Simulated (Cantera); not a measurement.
Input: 1 mol Al, 0.3 mol O2, 97 mol H2, held at 29.0 Pa.

Cantera equilibrium calculation (NASA polynomials, part measured and part estimated; ideal gas, pure solids and liquids). Candidate condensed phases: Al, Al2O3, H2O; 19 gas species. Mutual solubility and eutectic melting of coexisting phases are not modelled. Equilibrium is a limit: real reactors are often held back by kinetics, nucleation or transport.

x: gas mole fraction; n: condensed amount in mol.

```
T (K)   x H2        x Al      x Al2O         x H       x AlH    x AlOH  n Al(s)  n Al2O3(s)  n Al(l)
-----  -----  ----------  ----------  ----------  ----------  --------  -------  ----------  -------
625     1.00      <1e-12      <1e-12      <1e-12      <1e-12    <1e-12    0.600       0.200        0
775     1.00    2.21e-12      <1e-12    5.82e-11    1.06e-11    <1e-12    0.600       0.200        0
925     1.00  (withheld)  (withheld)  (withheld)  (withheld)    <1e-12    0.600       0.200        0
1075   1.000  (withheld)  (withheld)  (withheld)  (withheld)  2.00e-11        0       0.200    0.600
1225   1.000    0.000173     3.54e-5     1.83e-5     1.32e-5   2.75e-9        0       0.199    0.577
1375   0.994     0.00391     0.00158    0.000201    0.000136   1.17e-7        0       0.149        0
1525   0.993     0.00431     0.00132     0.00138     8.01e-5   1.05e-6        0       0.157        0
```

**Question.** What belongs in the gaps?

**Answer.** 
- 1075, x Al: 2.42e-6
- 1075, x Al2O: 1.85e-7
- 1075, x H: 8.62e-7
- 1075, x AlH: 4.99e-7
- 925, x Al: 8.08e-9
- 925, x Al2O: 1.63e-10
- 925, x H: 1.53e-8
- 925, x AlH: 6.24e-9
